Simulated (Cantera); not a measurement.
Charge: 1 mol CH₄, 0.042 mol NH₃, 0.18 mol N₂, at 1973 K and 30.8 Torr.

Equilibrium computed with Cantera from the NASA thermochemical tables; the gas is ideal and each condensed phase is pure. Candidate condensed phases: C, C₆H₆, C₇H₈, C₈H₁₈; 92 gas species. The numbers say what is thermodynamically allowed, not how fast it happens.

What is the equilibrium state?


* **x(H₂)**: 0.903
* **x(N₂)**: 0.0866
* **x(H)**: 0.00633
* **x(HCN)**: 0.00370
* **x(C₂H₂ (acetylene))**: 0.000578
* **x(HNC)**: 0.000200
* **x(CH₄)**: 1.52e-5
* **x(CH₃)**: 2.12e-6
* **n(C(graphite))**: 0.988 mol
* **gas amount**: 2.271 mol
